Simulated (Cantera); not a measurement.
Feed: 1 mol (CH₃)₂SiCl₂, 0.0077 mol C₃H₈, 3.4 mol H₂, held at 2400 K and 1.33 mbar.

Cantera equilibrium calculation (NASA polynomials, part measured and part estimated; ideal gas, pure solids and liquids). Candidate condensed phases: C, C₆H₆, C₇H₈, C₈H₁₈, Si, SiC; 109 gas species. The feed counts by its element totals alone. The tables' values for SiCl are old estimates; treat these amounts as uncertain. Gases not in the tables: Si₂H₆ and higher silanes. Rates play no part.

Base state: H₂ 0.426, H 0.284, HCl 0.128, Si 0.0741, Cl 0.0609, SiC₂ 0.0142, SiCl 0.00315, C₂H₂ (acetylene) 0.00297 (mole fractions); condensed: C(graphite).

Problem. What changes in the equilibrium state with this change: temperature from 2400 K to 1850 K?

Solution. 
| species | before | after |
|---|---|---|
| H₂ | 0.426 | 0.728 |
| HCl | 0.128 | 0.249 |
| H | 0.284 | 0.0126 |
| SiC₂ | 0.0142 | 2.82e-6 |
| Si | 0.0741 | 0.000146 |
| Cl | 0.0609 | 0.00327 |
| SiCl₂ | 0.00280 | 0.00739 |
| C₃ | 7.36e-5 | <1e-9 |
| C | 2.98e-5 | <1e-9 |
| C(graphite), mol | 1.65 | 1.08 |
| SiC(s), mol | 0 | 0.942 |
The tables' values for SiCl, SiCl₃ are old estimates; treat these amounts as uncertain.

Problem. What changes in the equilibrium state with this change: H₂ from 3.4 to 45 mol?

Solution. 
| species | before | after |
|---|---|---|
| H₂ | 0.426 | 0.607 |
| H | 0.284 | 0.339 |
| HCl | 0.128 | 0.0235 |
| Si | 0.0741 | 0.0135 |
| Cl | 0.0609 | 0.00938 |
| SiC₂ | 0.0142 | 0.00260 |
| SiCl₂ | 0.00280 | 1.21e-5 |
| SiCl | 0.00315 | 8.87e-5 |
| Si₂ | 7.69e-5 | 2.57e-6 |
| C(graphite), mol | 1.65 | 1.16 |
